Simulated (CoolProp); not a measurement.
Aqueous potassium acetate as a coolant, 22 % by mass, freezing at -13.0 °C, 1 atm.

Model: Melinder's fits for secondary coolants, in CoolProp.

| T (°C) | density (kg/m³) | cp (kJ/(kg K)) | conductivity (W/(m K)) | Prandtl number |
|---|---|---|---|---|
| -7 | 1121 | 3.411 | ___ | 28.3 |
| 1.3 | 1119 | 3.425 | 0.499 | 20.6 |
| 9.6 | ___ | ___ | ___ | ___ |
| 17.9 | 1113 | 3.452 | 0.522 | ___ |
| 26.2 | 1110 | 3.465 | 0.534 | ___ |
| 34.5 | 1106 | ___ | 0.545 | 8.22 |

### Question
Some entries are withheld; supply them.

### Answer

- -7, conductivity (W/(m K)): 0.488
- 9.6, density (kg/m³): 1116
- 9.6, cp (kJ/(kg K)): 3.439
- 9.6, conductivity (W/(m K)): 0.511
- 9.6, Prandtl number: 15.6
- 17.9, Prandtl number: 12.3
- 26.2, Prandtl number: 9.93
- 34.5, cp (kJ/(kg K)): 3.478
